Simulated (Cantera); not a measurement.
Feed: 1 mol Si, 0.79 mol HCl, 2.4 mol H₂, at 82.5 Torr.

Method: chemical equilibrium by Gibbs-energy minimisation in Cantera with the NASA 1993 tables (ideal gas, pure condensed phases). Candidate condensed phases: Si; 19 gas species. Rates play no part.

Over these rows the condensed part is Si(s). Partial pressures as log10 of bar:

| T (K) | 1000/T (1/K) | log p SiCl₂ | log p H₂ | log p SiCl₄ | log p SiHCl₃ |
|---|---|---|---|---|---|
| 750 | 1.3333 | -7.00 | -0.99 | -2.26 | -2.63 |
| 800 | 1.2500 | ? | -0.99 | -2.26 | -2.64 |
| 850 | 1.1765 | -5.69 | -0.99 | -2.26 | -2.65 |
| 900 | 1.1111 | -5.15 | -0.99 | -2.27 | -2.67 |
| 950 | 1.0526 | -4.68 | -0.99 | -2.27 | -2.68 |
| 1000 | 1.0000 | -4.25 | -1.00 | -2.29 | -2.70 |

Problem. Fit log p(SiCl₂) = a + b·(1000/T) to the five rows, give the apparent enthalpy, and predict the row at 800 K.

Solution. Means: 1000/T = 1.1347, log p = -5.354. Sxy = -0.549799, Sxx = 0.0666307, so b = -8.25 and a = -5.354 − (-8.25)×1.1347 = 4.01.
Apparent enthalpy: −19.145 × (-8.25) = 158 kJ/mol. With the condensed phases at unit activity, 1/2 Si(s) + 1/2 SiCl₄(g) = SiCl₂(g) links this pressure to the main gases: over the six rows their terms move log p by -0.02 in all, so the slope is close to that reaction's ΔH°. The five rows lie within 0.01 of the line.
Prediction at 800 K: 4.01 + (-8.25)×1.2500 = -6.30. The computed value is -6.31, 0.01 from the line.
